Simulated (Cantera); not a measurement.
## Equilibrium for halide evaporation, hydrolysis and transport: MgF2 + H2O + H2 + HF

Input: 1 mol MgF2, a varied amount of H2O, 160 mol H2, 1.5 mol HF, held at 0.00310 bar.

Equilibrium computed with Cantera from the NASA thermochemical tables; the gas is ideal and each condensed phase is pure. Candidate condensed phases: H2O, Mg, MgF2, MgO, Mg(OH)2; 31 gas species. Mutual solubility and eutectic melting of coexisting phases are not modelled. Equilibrium is a limit: real reactors are often held back by kinetics, nucleation or transport.

Stable condensed phases:

```
T in K \ n(H2O) in mol
         0.22  0.4 0.58 0.75 0.93  1.1  1.3  1.5  1.6
   1898     A    A    A    A    A    A    A    A    A
   1823     A    A    A    A    A    A    A    A    A
   1748     A    A    A    A    A    A    A    A    A
   1673     A    A    B    B    B    B    B    B    B
   1598     B    B    B    B    B    B    B    B    B
   1523     B    B    B    B    B    B    B    B    B
   1448     B    B    B    B    B    B    B    B    B
   1373     C    C    C    C    B    B    B    B    B
   1298     C    C    C    C    C    B    B    B    B
   1223     C    C    C    C    C    C    B    B    B
   1148     C    C    C    C    C    C    C    C    B
   1073     D    D    C    C    C    C    C    C    C
    998     D    D    D    D    D    D    D    D    D
    923     D    D    D    D    D    D    D    D    D
```

A: gas only; B: MgO; C: MgF2 + MgO; D: MgF2.
